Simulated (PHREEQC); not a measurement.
Dissolve 0.0032 mol/kgw NH4HF2, 0.031 mol/kgw H2SiF6, 0.028 mol/kgw HBF4 and 0.022 mol/kgw H2SO4 at 20 °C. Closed to the air; pH follows from the charge balance.

Computed with PHREEQC (ion-association model, phreeqc.dat).

No solid was allowed to form.

What pH, ionic strength does the model give?

pH 1.04; ionic strength 0.152 mol/kgw.

In which forms is B present?

BF4- 93 %, H3BO3 4.3 %, BF3OH- 2.5 % of the B.

SiF6-2 is the database's only silicon fluoride. Real BF4- forms and hydrolyses slowly; the run takes it at equilibrium.
